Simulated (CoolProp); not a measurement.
Values from CoolProp's reference Helmholtz-energy equation of state, Tillner-Roth 1994.

Question: Give the vapour pressure (bar), enthalpy of vaporisation (kJ/kg), vapour Z of saturated R134a at 303.7, 307.3, 311 K.

Answer: 
```
T (K)  p (bar)  enthalpy of vaporisation (kJ/kg)  vapour Z
-----  -------  --------------------------------  --------
303.7     7.82                               173     0.829
307.3     8.66                               169     0.817
311       9.59                               165     0.803
```
